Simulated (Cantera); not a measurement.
Mixture: 5.17 % CH4, 19.9 % O2, 74.9 % N2, equivalence ratio 0.52, at 5.00 bar, adiabatic and at constant volume. Ignition delay is the time to a rise of 400 K.

Model: GRI-Mech 3.0 (53 species, 325 reactions), integrated in Cantera.

Q: Predict: delay at 1173 K; delay at 1323 K; delay at 1473 K; delay at 1623 K; delay at 1773 K; apparent activation energy between 1623 and 1773 K.

A: 
```json
{
  "delay at 1173 K": "10.1 ms",
  "delay at 1323 K": "1.57 ms",
  "delay at 1473 K": "0.323 ms",
  "delay at 1623 K": "86.5 µs",
  "delay at 1773 K": "29.6 µs",
  "apparent activation energy between 1623 and 1773 K": "170 kJ/mol"
}
```
